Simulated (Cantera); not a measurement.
Cantera run, input and output.

```python
import numpy as np
import cantera as ct

gas = ct.Solution("gri30.yaml", transport_model="mixture-averaged")
show = ['CH4', 'NO', 'H2']

rows = []
print(f"{'T/K':>7s}{'rho':>11s}{'cp':>10s}{'mu':>11s}{'lambda':>11s}{'Pr':>7s}" + "".join(f"{'D_' + s:>11s}" for s in show))
for T in [400, 500, 600, 700, 800, 900, 1000, 1100]:
    gas.TPX = T, 150000, {'CO2': 0.48, 'C2H4': 0.88}
    Pr = gas.cp_mass * gas.viscosity / gas.thermal_conductivity
    D = [gas.mix_diff_coeffs_mole[gas.species_index(s)] for s in show]
    rows.append([gas.density, gas.cp_mass, gas.viscosity, gas.thermal_conductivity, Pr, *D])
    print(f"{T:7g}{gas.density:11.4e}{gas.cp_mass:10.1f}{gas.viscosity:11.4e}"
          f"{gas.thermal_conductivity:11.4e}{Pr:7.3f}" + "".join(f"{d:11.4e}" for d in D))
print("SI units: kg/m3, J/kg/K, Pa s, W/m/K, m2/s")
```

Output:

```
    T/K        rho        cp         mu     lambda     Pr      D_CH4       D_NO       D_H2
    400 1.5193e+00    1443.7 1.5734e-05 3.0431e-02  0.746 1.9723e-05 1.7939e-05 7.0800e-05
    500 1.2154e+00    1663.9 1.9202e-05 4.2486e-02  0.752 2.9573e-05 2.6696e-05 1.0387e-04
    600 1.0128e+00    1858.8 2.2388e-05 5.4870e-02  0.758 4.0902e-05 3.6729e-05 1.4160e-04
    700 8.6816e-01    2020.4 2.5345e-05 6.7213e-02  0.762 5.3594e-05 4.7947e-05 1.8366e-04
    800 7.5964e-01    2150.6 2.8114e-05 7.9344e-02  0.762 6.7563e-05 6.0276e-05 2.2983e-04
    900 6.7523e-01    2261.8 3.0725e-05 9.1184e-02  0.762 8.2739e-05 7.3659e-05 2.7991e-04
   1000 6.0771e-01    2376.7 3.3202e-05 1.0270e-01  0.768 9.9066e-05 8.8050e-05 3.3374e-04
   1100 5.5246e-01    2465.1 3.5565e-05 1.1388e-01  0.770 1.1650e-04 1.0341e-04 3.9118e-04
SI units: kg/m3, J/kg/K, Pa s, W/m/K, m2/s
```

Computed with Cantera and GRI-Mech 3.0 (53 species, 325 reactions). The composition is frozen, though it would react at the higher temperatures.
